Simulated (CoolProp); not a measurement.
R365MFC at 293.15 K and 0.0299 MPa is throttled through a valve to 0.00274 MPa with no heat exchange. Each further row changes one setting.

The numbers come from the reference Helmholtz-energy equation of state, Lemmon 2016 in CoolProp.

```csv
case,temperature change (K),final density (kg/m³)
as stated,-1.0,___
outlet pressure 0.000822 MPa,-1.0,0.0501
outlet pressure 0.00356 MPa,___,___
```

Task: Complete the blanks.

Result: 
- as stated, final density (kg/m³): 0.167
- outlet pressure 0.00356 MPa, temperature change (K): -0.9
- outlet pressure 0.00356 MPa, final density (kg/m³): 0.217
